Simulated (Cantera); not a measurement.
**Equilibrium for oxide etching and cleaning by halides: SiO2 + Cl2 + O2**

A closed system holds: 1 mol SiO2, 8 mol Cl2, 8.1 mol O2, at 133 Pa.

Method: chemical equilibrium by Gibbs-energy minimisation in Cantera with the NASA 1993 tables (ideal gas, pure condensed phases). Candidate condensed phases: Si, SiO2; 15 gas species. The tables hold silica as quartz up to 1696 K and as liquid above; real silica turns to tridymite and cristobalite and melts near 1996 K. Kinetics and transport are ignored.

| T (K) | log p O2 | log p Cl2 | log p Cl | log p ClO | log p O | log p SiCl4 | n SiO2(α-quartz) | n SiO2(β-quartz) |
|---|---|---|---|---|---|---|---|---|
| 625 | -3.17 | -3.18 | -8.87 | -10.98 | <-14 | <-14 | 1.00 | 0 |
| 675 | -3.17 | -3.18 | -8.11 | -10.35 | <-14 | <-14 | 1.00 | 0 |
| 725 | -3.17 | -3.18 | -7.45 | -9.81 | <-14 | <-14 | 1.00 | 0 |
| 775 | -3.17 | -3.18 | -6.88 | -9.33 | <-14 | <-14 | 1.00 | 0 |
| 825 | -3.17 | -3.18 | -6.37 | -8.92 | -14.19 | <-14 | 1.00 | 0 |
| 875 | -3.17 | -3.18 | -5.93 | -8.55 | -13.27 | <-14 | 0 | 1.00 |
| 925 | -3.17 | -3.18 | -5.53 | -8.22 | -12.46 | -14.64 | 0 | 1.00 |
| 975 | -3.17 | -3.18 | -5.17 | -7.93 | -11.73 | -13.93 | 0 | 1.00 |
| 1025 | -3.18 | -3.19 | -4.85 | -7.67 | -11.07 | -13.30 | 0 | 1.00 |
| 1075 | -3.18 | -3.19 | -4.55 | -7.43 | -10.47 | -12.73 | 0 | 1.00 |
| 1125 | -3.18 | -3.20 | -4.29 | -7.22 | -9.93 | -12.22 | 0 | 1.00 |
| 1175 | -3.19 | -3.22 | -4.05 | -7.03 | -9.43 | -11.76 | 0 | 1.00 |
log p: log10 of the partial pressure in bar; n: condensed amount in mol.

From 625 K to 825 K the condensed part is SiO2(α-quartz). From 875 K to 1175 K the condensed part is SiO2(β-quartz).
